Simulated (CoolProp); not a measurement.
Saturated liquid density (kg/m³) of p-xylene: the reference equation beside estimates from Tc = 616.2 K, pc = 3532 kPa, ω = 0.324.

Values from CoolProp's reference Helmholtz-energy equation of state, Zhou 2012.

```csv
T (K),reference,van der Waals,Redlich-Kwong,Soave-Redlich-Kwong
365.8,796.6,453.0,…,694.1
383.9,779.7,443.9,…,679.9
402,762.4,434.3,…,664.8
420,744.5,424.3,617.2,648.5
438.1,725.8,…,…,630.7
456.2,706.2,402.4,…,611.5
474.2,685.6,390.5,556.9,590.6
492.3,663.5,377.6,533.8,567.5
510.3,639.9,363.8,508.9,542.1
528.4,614.0,…,481.5,513.6
546.5,584.9,331.7,…,481.2
```

Task: Complete the blanks.

Result: 
- 365.8, Redlich-Kwong: 667.4
- 383.9, Redlich-Kwong: 651.6
- 402, Redlich-Kwong: 634.9
- 438.1, van der Waals: 413.7
- 438.1, Redlich-Kwong: 598.4
- 456.2, Redlich-Kwong: 578.3
- 528.4, van der Waals: 348.6
- 546.5, Redlich-Kwong: 451.1

Absolute difference from the reference over all 11 rows, mean and median: van der Waals 43.1 and 43.1 %, Redlich-Kwong 18.7 and 18.1 %, Soave-Redlich-Kwong 14.1 and 13.4 %.
